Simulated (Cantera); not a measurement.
Input: 1 mol SiHCl3, 34 mol NH3, 73 mol H2, at 1175 °C.

Cantera equilibrium calculation (NASA polynomials, part measured and part estimated; ideal gas, pure solids and liquids). Candidate condensed phases: NH4Cl, Si, Si3N4; 28 gas species. The numbers say what is thermodynamically allowed, not how fast it happens.

Task: At 7.10 mbar, list the 5 most abundant gas species with their mole fractions, and the condensed phases.

Result: H2 0.864, N2 0.115, HCl 0.0208, SiCl2 0.000115, H 0.000102. Condensed: Si3N4(s).
